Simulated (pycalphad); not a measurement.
# Phase fractions of Mg-0.87Si-5.99Al-0.41Fe (at.%)

Computed with pycalphad from the COST 507 light-alloy database (1999), at 1 atm. No gas phase is included, though pure Mg would boil below 1610 K. These are 1990s assessments: newer ones move some temperatures and phases. The system is extrapolated from its subsystems; higher-order compounds may be missing. Phase fractions are per mole of atoms. Kinetics are ignored, which matters at the lower temperatures.

```
T (K)  LIQUID  BCC_A2  BCC_B2  AL2FE  HCP_A3  MG2SI  AL5FE2  AL13FE4  ALMG_GAMMA
-----  ------  ------  ------  -----  ------  -----  ------  -------  ----------
1610    1.000       -       -      -       -      -       -        -           -
1530    0.998   0.002       -      -       -      -       -        -           -
1450    0.996   0.004       -      -       -      -       -        -           -
1370    0.995       -   0.005      -       -      -       -        -           -
1290    0.994       -   0.006      -       -      -       -        -           -
1210    0.993       -   0.007      -       -      -       -        -           -
1130    0.992       -   0.008      -       -      -       -        -           -
1050    0.992       -   0.008      -       -      -       -        -           -
970     0.992       -   0.008      -       -      -       -        -           -
890     0.988       -       -  0.012       -      -       -        -           -
810         -       -       -      -   0.957  0.026       -    0.017           -
730         -       -       -      -   0.957  0.026       -    0.017           -
650         -       -       -      -   0.957  0.026       -    0.017           -
570         -       -       -      -   0.957  0.026       -    0.017           -
490         -       -       -      -   0.914  0.026       -    0.017       0.043
410         -       -       -      -   0.875  0.026       -    0.017       0.081
```

Database names, with the compositions (at.%) that they take in these runs: AL2FE: Al 67 Fe 33; MG2SI: Mg 67 Si 33; AL5FE2: Al 71 Fe 29; AL13FE4: Al 76 Fe 24; ALMG_GAMMA: Mg 59 Al 41. BCC_A2 is bcc; BCC_B2 is ordered bcc (B2); HCP_A3 is hcp.
